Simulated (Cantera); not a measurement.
Input: 1 mol Si2H6, 0.028 mol HCl, 260 mol H2, equilibrated at 1027 °C and 57000 Pa.

Cantera equilibrium calculation (NASA polynomials, part measured and part estimated; ideal gas, pure solids and liquids). Candidate condensed phases: Si; 19 gas species. The feed counts by its element totals alone. Kinetics and transport are ignored.

What is the equilibrium state?


```
Quantity       Result
----------  ---------
x(H2)           1.000
x(HCl)       0.000106
x(H)          1.47e-6
n(Si(s))     2.00 mol
gas amount  263.0 mol
```
